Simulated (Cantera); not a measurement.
Input: 1 mol Al(CH3)3, 23 mol O2, 360 mol H2, equilibrated at 0.133 bar.

Equilibrium computed with Cantera from the NASA thermochemical tables; the gas is ideal and each condensed phase is pure. Candidate condensed phases: Al, Al2O3, C, C6H6, C7H8, C8H18, H2O; 121 gas species. The feed counts by its element totals alone. Gases not in the tables: Al(OH)3. The numbers say what is thermodynamically allowed, not how fast it happens. All values below are at 1525 K.

Base state: H2 0.879, H2O 0.113, CO 0.00779, CO2 0.000371, H 6.08e-5 (mole fractions); condensed: Al2O3(s).

### Question
What changes in the equilibrium state with this change: O2 from 23 to 2.9 mol?

### Answer
```tsv
species	before	after
H2	0.879	0.988
CO	0.00779	0.00815
H2O	0.113	0.00353
CO2	0.000371	1.08e-5
H	6.08e-5	6.44e-5
Al2O3(s), mol	0.500	0.500
```
